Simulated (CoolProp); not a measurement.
Vapour-liquid equilibrium of R22 (1) + n-hexane (2) at 0.276 MPa; x and y are mole fractions of (1).

Computed with CoolProp (multi-fluid Helmholtz-energy mixture model, Kamei 1995 and Thol 2019; pair parameters Bell 2016).

### Question
Give the bubble temperature and the first vapour's composition at x = 0.15, 0.35, 0.55. Is there an azeotrope?

### Answer
x = 0.15: 305.8 K, y = 0.904; x = 0.35: 278.2 K, y = 0.977; x = 0.55: 268.4 K, y = 0.989. No azeotrope shows between x = 0.05 and 0.95.

Pair parameters are fitted to limited data, so mixtures are less certain than the pure fluids.
